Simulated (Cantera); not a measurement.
What does this Cantera script print?

```python
import numpy as np
import cantera as ct

gas_names = """
    AL ALH ALN ALO ALOH ALO2 ALO2H AL2 AL2O AL2O2 H HALO HNO HNO2 HNO3 HO2 H2 H2O H2O2 N NH NH2 NH3
    NH2OH NO NO2 NO3 N2 N2H2 N2H4 N2O O OH O2 O3
""".split()
cond_names = """
    AL(cr) AL(L) ALN(s) AL2O3(a) AL2O3(L) H2O(s) H2O(L)
""".split()


# ... load() reads the species with a 1 bar reference pressure and builds the phases ...
atoms = {
    'AlN': {'AL': 1, 'N': 1},
    'H2O': {'H': 2, 'O': 1},
    'H2': {'H': 2},
}
top_T = {'ALN(s)': 2750}  # K; cautious upper limits of use, not melting points


# ... equilibrate(T, P, feed) seeds the gas with the atoms and calls Mixture.equilibrate('TP', solver="vcs", rtol=1e-11, max_steps=5000) ...
results = []
feed = {'AlN': 1, 'H2O': 0.018, 'H2': 0.091}  # mol
T = 1475  # K
P = 101325  # Pa
mix = equilibrate(T, P, feed)
results.append((T, P, feed, dict(zip(mix.species_names, mix.species_moles))))
x = sorted(zip(gas.X, gas.species_names), reverse=True)
print(f"T = {T:g} K  P = {P:g} Pa  gas = {mix.phase_moles(0):.4g} mol")
print("   x: " + "  ".join(f"{s} {v:.3e}" for v, s in x if v > 0.0001))
print("   condensed (mol): " + ("  ".join(f"{mix.phase(i).name} {mix.phase_moles(i):.4g}"
      for i in range(1, mix.n_phases) if mix.phase_moles(i) > 1e-12) or "none"))
```

Output:

```
T = 1475 K  P = 101325 Pa  gas = 0.115 mol
   x: H2 9.478e-01  N2 5.216e-02
   condensed (mol): ALN(s) 0.988  AL2O3(a) 0.006
```

Cantera equilibrium calculation (NASA polynomials, part measured and part estimated; ideal gas, pure solids and liquids). Mutual solubility and eutectic melting of coexisting phases are not modelled.
